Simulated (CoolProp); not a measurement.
A single-stage vapour-compression cycle with trans-2-butene: evaporating at 324.15 K (dew point), condensing at 347.15 K (bubble point), superheat 0 K, subcooling 5 K, compressor efficiency 0.75, no pressure losses. Each further row changes one setting.

Model: reference Helmholtz-energy equation of state, Lemmon 2005, in CoolProp. It is a short technical equation, of lower accuracy than the large ones.

```json
[
 {"case": "as stated", "cooling COP": "(withheld)", "pressure ratio": "1.76", "discharge temperature (K)": "348.9", "refrigerating effect (kJ/kg)": "306", "volumetric capacity (kJ/m³)": "3600"},
 {"case": "evaporating temperature 329.15 K", "cooling COP": "12.8", "pressure ratio": "(withheld)", "discharge temperature (K)": "348.4", "refrigerating effect (kJ/kg)": "312", "volumetric capacity (kJ/m³)": "(withheld)"},
 {"case": "condensing temperature 342.15 K", "cooling COP": "(withheld)", "pressure ratio": "1.56", "discharge temperature (K)": "343.7", "refrigerating effect (kJ/kg)": "319", "volumetric capacity (kJ/m³)": "3750"},
 {"case": "subcooling 10 K", "cooling COP": "(withheld)", "pressure ratio": "1.76", "discharge temperature (K)": "348.9", "refrigerating effect (kJ/kg)": "319", "volumetric capacity (kJ/m³)": "3750"},
 {"case": "superheat 10 K", "cooling COP": "(withheld)", "pressure ratio": "1.76", "discharge temperature (K)": "358.8", "refrigerating effect (kJ/kg)": "325", "volumetric capacity (kJ/m³)": "3640"},
 {"case": "compressor efficiency 0.65", "cooling COP": "(withheld)", "pressure ratio": "1.76", "discharge temperature (K)": "(withheld)", "refrigerating effect (kJ/kg)": "306", "volumetric capacity (kJ/m³)": "3600"}
]
```

Problem. Fill in the missing entries.

Solution. 
- as stated, cooling COP: 9.71
- evaporating temperature 329.15 K, pressure ratio: 1.54
- evaporating temperature 329.15 K, volumetric capacity (kJ/m³): 4160
- condensing temperature 342.15 K, cooling COP: 12.7
- subcooling 10 K, cooling COP: 10.1
- superheat 10 K, cooling COP: 9.81
- compressor efficiency 0.65, cooling COP: 8.41
- compressor efficiency 0.65, discharge temperature (K): 351.3
